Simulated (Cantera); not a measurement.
Input: 1 mol Fe2O3, 100 mol H2, 6.2 mol H2O, held at 100 Torr.

Method: chemical equilibrium by Gibbs-energy minimisation in Cantera with the NASA 1993 tables (ideal gas, pure condensed phases). Candidate condensed phases: Fe, FeO, Fe(OH)2, Fe(OH)3, Fe2O3, Fe3O4, H2O; 12 gas species. The numbers say what is thermodynamically allowed, not how fast it happens.

x: gas mole fraction; n: condensed amount in mol.

| T (K) | x H2 | x H2O | x H | x Fe | x OH | x Fe(OH)2 | x FeO | n Fe(γ) | n Fe(δ) |
|---|---|---|---|---|---|---|---|---|---|
| 1300 | 0.913 | 0.0866 | 2.90e-6 | 8.19e-9 | 3.59e-9 | 4.25e-8 | 1.15e-12 | 2.00 | 0 |
| 1350 | 0.913 | 0.0866 | [?] | [?] | [?] | [?] | [?] | 2.00 | 0 |
| 1400 | 0.913 | 0.0866 | [?] | [?] | [?] | [?] | [?] | 2.00 | 0 |
| 1450 | 0.913 | 0.0866 | 2.48e-5 | 3.74e-7 | 5.63e-8 | 1.96e-7 | 1.13e-10 | 2.00 | 0 |
| 1500 | 0.913 | 0.0866 | 4.61e-5 | 1.13e-6 | 1.25e-7 | 3.05e-7 | 4.25e-10 | 2.00 | 0 |
| 1550 | 0.913 | 0.0866 | 8.24e-5 | 3.14e-6 | 2.63e-7 | 4.62e-7 | 1.46e-9 | 2.00 | 0 |
| 1600 | 0.913 | 0.0866 | 0.000142 | 8.22e-6 | 5.29e-7 | 6.83e-7 | 4.66e-9 | 2.00 | 0 |
| 1650 | 0.913 | 0.0866 | 0.000238 | 2.03e-5 | 1.02e-6 | 9.85e-7 | 1.38e-8 | 2.00 | 0 |
| 1700 | 0.913 | 0.0866 | 0.000386 | 4.72e-5 | 1.89e-6 | 1.39e-6 | 3.81e-8 | 0 | 1.99 |

### Question
Fill in the missing entries.

### Answer

- 1350, x H: 6.24e-6
- 1350, x Fe: 3.22e-8
- 1350, x OH: 9.61e-9
- 1350, x Fe(OH)2: 7.34e-8
- 1350, x FeO: 5.95e-12
- 1400, x H: 1.27e-5
- 1400, x Fe: 1.15e-7
- 1400, x OH: 2.40e-8
- 1400, x Fe(OH)2: 1.22e-7
- 1400, x FeO: 2.74e-11
